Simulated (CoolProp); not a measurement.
Vapour-liquid equilibrium of R143a (1) + R1234yf (2) at 0.794 MPa; x and y are mole fractions of (1).

Values from CoolProp's multi-fluid Helmholtz-energy mixture model, Lemmon and Jacobsen 2000 and Lemmon 2022; pair parameters Bell 2016.

```csv
x,"bubble temperature, mixture model (°C)","bubble temperature, Raoult's law (°C)","y, mixture model","y, Raoult's law"
0.05,28.9,29.0,0.081,0.088
0.15,25.9,26.1,0.228,0.245
0.25,23.2,23.5,0.357,0.382
0.35,20.7,21.0,0.471,0.501
0.45,18.4,18.7,0.573,0.605
0.55,…,16.6,0.666,0.697
0.65,14.3,14.5,0.750,0.778
0.75,12.5,12.6,…,0.851
0.85,…,10.8,0.900,0.915
0.95,9.0,9.0,0.968,0.973
```

Question: Some entries are withheld; supply them.

Answer: 
- 0.55, bubble temperature, mixture model (°C): 16.3
- 0.75, y, mixture model: 0.828
- 0.85, bubble temperature, mixture model (°C): 10.7

The largest gap from Raoult's law is -0.3 K in bubble temperature, at x = 0.35. No azeotrope shows between x = 0.05 and 0.95.

Pair parameters are fitted to limited data, so mixtures are less certain than the pure fluids.
